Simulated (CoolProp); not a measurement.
Ethanol along the isobar 18.2 MPa: fugacity coefficient from the reference equation and from simpler models built on Tc = 241.6 °C, pc = 6.268 MPa, ω = 0.644; each cubic takes its own stable root.

Computed with CoolProp (reference Helmholtz-energy equation of state, Schroeder 2014).

| T (°C) | phase | reference | Soave-Redlich-Kwong | Peng-Robinson |
|---|---|---|---|---|
| -27.25 | liquid | 1.662e-5 | 1.237e-5 | 1.485e-5 |
| -1.95 | liquid | 0.0001208 | 0.0001071 | 0.0001194 |
| 23.35 | liquid | 0.0006009 | 0.0005933 | 0.0006266 |
| 48.55 | liquid | 0.002229 | 0.002339 | 0.002376 |
| 73.85 | liquid | 0.006623 | 0.007177 | 0.007086 |
| 99.05 | liquid | 0.01635 | 0.01795 | 0.01737 |
| 124.35 | liquid | 0.03492 | 0.03840 | 0.03663 |
| 149.65 | liquid | 0.06587 | 0.07212 | 0.06814 |
| 174.85 | liquid | 0.1117 | 0.1215 | 0.1140 |
